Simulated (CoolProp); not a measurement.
Vapour-liquid equilibrium of R152A (1) + isobutene (2) at 0.499 MPa; x and y are mole fractions of (1).

Values from CoolProp's multi-fluid Helmholtz-energy mixture model, Outcalt 1996 and Lemmon 2005; pair parameters Bell 2016.

```tsv
x	bubble temperature, mixture model (K)	bubble temperature, Raoult's law (K)	y, mixture model	y, Raoult's law
0.05	310.5	313.7	0.153	0.093
0.125	305.1	311.3	0.311	0.217
0.2	301.3	309.1	0.417	0.327
0.275	298.7	307.1	0.494	0.425
0.35	296.7	305.1	0.552	0.512
0.425	295.2	303.3	0.601	0.590
0.5	294.1	301.6	0.644	0.661
0.575	293.2	300.0	0.684	0.725
0.65	292.5	298.5	0.725	0.784
0.725	292.0	297.0	0.768	0.838
0.8	291.7	295.6	0.816	0.887
0.875	291.6	294.3	0.872	0.932
0.95	291.9	293.1	0.942	0.974
```

The largest gap from Raoult's law is -8.4 K in bubble temperature, at x = 0.35. y crosses x between x = 0.8 and 0.875: the model has an azeotrope there.

Pair parameters are fitted to limited data, so mixtures are less certain than the pure fluids.
